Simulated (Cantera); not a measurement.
An isothermal, constant-pressure homogeneous reactor starts with 1.14 % C2H6, 98.9 % H2, at 1625 K and 0.450 bar.

Model: GRI-Mech 3.0 (53 species, 325 reactions), integrated in Cantera. GRI-Mech 3.0 stops at C3 and has no aromatics, soot or wall deposition, so with more carbon than oxygen in the feed, carbon stays in small species such as C2H2 where larger ones or solid carbon would form.

x: mole fraction; the columns are a selection and need not sum to one.

| t (s) | x C2H6 | x H2 | x CH2 | x CH3 | x H |
|---|---|---|---|---|---|
| 1.00e-5 | 0.0101 | 0.988 | 6.96e-8 | 0.000236 | ___ |
| 3.30e-5 | 0.00445 | 0.984 | 4.65e-7 | 0.000498 | ___ |
| 0.000109 | 0.000108 | 0.982 | 2.01e-7 | 0.000224 | ___ |
| 0.000358 | 4.85e-6 | 0.983 | 3.50e-8 | 9.16e-5 | ___ |
| 0.00118 | 1.84e-6 | 0.983 | 6.34e-9 | 3.88e-5 | ___ |
| 0.00389 | 7.14e-7 | 0.983 | 2.57e-9 | 2.48e-5 | 0.000107 |
| 0.0128 | 5.19e-7 | 0.983 | 2.43e-9 | 2.41e-5 | 0.000104 |
| 0.0423 | 5.14e-7 | 0.983 | 2.42e-9 | 2.40e-5 | 0.000104 |
| 0.140 | 5.05e-7 | 0.983 | 2.38e-9 | 2.36e-5 | 0.000104 |
| 0.460 | 4.81e-7 | 0.983 | 2.28e-9 | 2.25e-5 | 0.000104 |
| 1.52 | 4.41e-7 | 0.984 | 2.09e-9 | 2.05e-5 | 0.000105 |
| 5.00 | 4.14e-7 | 0.984 | 1.94e-9 | 1.90e-5 | 0.000105 |

**Question.** Fill in the missing entries.

**Answer.** 
- 1.00e-5, x H: 0.000422
- 3.30e-5, x H: 0.00108
- 0.000109, x H: 0.000966
- 0.000358, x H: 0.000398
- 0.00118, x H: 0.000167
